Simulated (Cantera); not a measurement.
Input: 1 mol Fe2O3, 1.7 mol C, 0.63 mol H2, 3.3 mol CO, at 0.0610 bar.

Method: chemical equilibrium by Gibbs-energy minimisation in Cantera with the NASA 1993 tables (ideal gas, pure condensed phases). Candidate condensed phases: C, C6H6, C7H8, C8H18, Fe, Fe(CO)5, FeO, Fe(OH)2, Fe(OH)3, Fe2O3, Fe3O4, H2O; 114 gas species. Each liquid is taken as pure. Mutual solubility and eutectic melting of coexisting phases are not modelled. The tables' stoichiometric FeO is somewhat more stable than real wüstite, so its field is too wide. FeO: taken at fixed stoichiometry. Equilibrium is a limit: real reactors are often held back by kinetics, nucleation or transport.

x: gas mole fraction; n: condensed amount in mol.

```tsv
T (K)	x CO	x CO2	x H2	x H2O	x Fe	n Fe(γ)	n FeO(s)	n Fe(δ)	n FeO(l)	n Fe(l)
1448	0.761	0.127	0.0801	0.0318	7.82e-7	1.60	0.405	0	0	0
1523	0.766	0.122	0.0784	0.0335	3.98e-6	1.58	0.424	0	0	0
1598	0.771	0.118	0.0768	0.0351	?	1.56	0.441	0	0	0
1673	0.777	0.111	0.0759	0.0359	?	0	0	1.53	?	0
1748	0.787	0.101	0.0764	0.0353	0.000221	0	0	1.47	0.533	0
1823	0.795	0.0926	0.0766	0.0349	0.000667	0	0	0	0.582	1.41
1898	0.798	0.0878	0.0761	0.0351	0.00178	0	0	0	0.606	1.38
```

**Question.** What belongs in the gaps?

**Answer.** 
- 1598, x Fe: 1.73e-5
- 1673, x Fe: 6.58e-5
- 1673, n FeO(l): 0.473
